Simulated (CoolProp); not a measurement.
Saturation properties of normal hydrogen.

Values from CoolProp's reference Helmholtz-energy equation of state, Leachman 2009.

```json
[
 {"T (K)": "25.1", "p (MPa)": "0.3278", "vapour density (kg/m³)": "3.975", "surface tension (mN/m)": "1.11", "liquid conductivity (mW/(m K))": "102"},
 {"T (K)": "25.9", "p (MPa)": "0.3862", "vapour density (kg/m³)": "4.673", "surface tension (mN/m)": "0.978", "liquid conductivity (mW/(m K))": "102"},
 {"T (K)": "26.7", "p (MPa)": "0.4515", "vapour density (kg/m³)": "5.475", "surface tension (mN/m)": "0.848", "liquid conductivity (mW/(m K))": "101"},
 {"T (K)": "27.5", "p (MPa)": "0.5242", "vapour density (kg/m³)": "6.398", "surface tension (mN/m)": "0.721", "liquid conductivity (mW/(m K))": "99.5"},
 {"T (K)": "28.3", "p (MPa)": "0.6047", "vapour density (kg/m³)": "7.470", "surface tension (mN/m)": "0.596", "liquid conductivity (mW/(m K))": "98.2"},
 {"T (K)": "29.2", "p (MPa)": "0.7054", "vapour density (kg/m³)": "8.903", "surface tension (mN/m)": "0.460", "liquid conductivity (mW/(m K))": "96.5"},
 {"T (K)": "30", "p (MPa)": "0.8043", "vapour density (kg/m³)": "10.44", "surface tension (mN/m)": "0.345", "liquid conductivity (mW/(m K))": "94.6"},
 {"T (K)": "30.8", "p (MPa)": "0.9129", "vapour density (kg/m³)": "12.35", "surface tension (mN/m)": "0.238", "liquid conductivity (mW/(m K))": "92.6"},
 {"T (K)": "31.6", "p (MPa)": "1.032", "vapour density (kg/m³)": "14.86", "surface tension (mN/m)": "0.141", "liquid conductivity (mW/(m K))": "90.4"},
 {"T (K)": "32.4", "p (MPa)": "1.162", "vapour density (kg/m³)": "18.62", "surface tension (mN/m)": "0.0657", "liquid conductivity (mW/(m K))": "90.2"}
]
```

It boils at 20.4 K under 1 atm.

Thermal conductivity comes from a separate model (Assael 2011). Surface tension comes from a separate correlation (Mulero 2012).
